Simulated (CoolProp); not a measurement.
Vapour-liquid equilibrium of R125 (1) + dimethyl ether (2) at 278.2 K; x and y are mole fractions of (1).

Model: multi-fluid Helmholtz-energy mixture model, Lemmon 2005 and Wu 2011; pair parameters Bell 2016, in CoolProp.

| x | bubble pressure, mixture model (kPa) | bubble pressure, Raoult's law (kPa) | y, mixture model | y, Raoult's law |
|---|---|---|---|---|
| 0.05 | 325.1 | 340.5 | 0.072 | 0.115 |
| 0.15 | 343.6 | 387.2 | 0.214 | 0.304 |
| 0.25 | 366.8 | 433.9 | 0.354 | 0.452 |
| 0.35 | 396.1 | 480.6 | 0.490 | 0.571 |
| 0.45 | 433.2 | 527.3 | 0.615 | 0.669 |
| 0.55 | 479.3 | 573.9 | 0.726 | 0.751 |
| 0.65 | 535.0 | 620.6 | 0.819 | 0.821 |
| 0.75 | 599.8 | 667.3 | 0.893 | 0.881 |
| 0.85 | 671.7 | 714.0 | 0.947 | 0.933 |
| 0.95 | 746.8 | 760.7 | 0.986 | 0.979 |

The largest gap from Raoult's law is -17.8 % in bubble pressure, at x = 0.45. No azeotrope shows between x = 0.05 and 0.95.

The pair parameters rest on a limited set of measurements; away from them the model extrapolates.
